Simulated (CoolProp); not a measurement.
Acetone at several states: fugacity coefficient from the reference equation and from simpler models built on Tc = 508.1 K, pc = 4.692 MPa, ω = 0.307; each cubic takes its own stable root.

Computed with CoolProp (reference Helmholtz-energy equation of state, Lemmon 2006). It is a short technical equation, of lower accuracy than the large ones.

| T (K) | p (MPa) | phase | reference | van der Waals | Redlich-Kwong | Peng-Robinson |
|---|---|---|---|---|---|---|
| 337.4 | 0.246 | liquid | 0.5111 | 0.9597 | 0.9447 | 0.5191 |
| 479.1 | 7.18 | liquid | 0.3305 | 0.4454 | 0.3889 | 0.3502 |
| 412.1 | 1.47 | liquid | 0.5268 | 0.8471 | 0.7276 | 0.5479 |
| 446.3 | 1.83 | liquid | 0.7399 | 0.8423 | 0.8109 | 0.7695 |
| 534.6 | 0.0113 | gas | 0.9992 | 0.9994 | 0.9993 | 0.9992 |

At some of these states van der Waals, Redlich-Kwong gives the other phase, because its saturation line lies elsewhere.
